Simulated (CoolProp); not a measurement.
Vapour-liquid equilibrium of R125 (1) + R152A (2) at 0.159 MPa; x and y are mole fractions of (1).

Computed with CoolProp (multi-fluid Helmholtz-energy mixture model, Lemmon 2005 and Outcalt 1996; pair parameters Bell 2016).

| x | bubble temperature (°C) | y at the bubble point | dew temperature at overall composition x (°C) | liquid density (mol/L) |
|---|---|---|---|---|
| 0.05 | -15.5 | 0.124 | -14.2 | 14.83 |
| 0.125 | -18.3 | 0.274 | -15.5 | 14.63 |
| 0.2 | -20.7 | 0.394 | -16.9 | 14.42 |
| 0.275 | -22.8 | 0.495 | -18.3 | 14.22 |
| 0.35 | -24.8 | 0.581 | -19.8 | 14.01 |
| 0.425 | -26.6 | 0.656 | -21.3 | 13.81 |
| 0.5 | -28.4 | 0.723 | -22.9 | 13.61 |
| 0.575 | -30.0 | 0.782 | -24.6 | 13.41 |
| 0.65 | -31.7 | 0.834 | -26.5 | 13.22 |
| 0.725 | -33.2 | 0.880 | -28.4 | 13.02 |
| 0.8 | -34.8 | 0.921 | -30.6 | 12.83 |
| 0.875 | -36.2 | 0.955 | -33.1 | 12.64 |
| 0.95 | -37.6 | 0.984 | -36.0 | 12.45 |

No azeotrope shows between x = 0.05 and 0.95.

Pair parameters are fitted to limited data, so mixtures are less certain than the pure fluids.
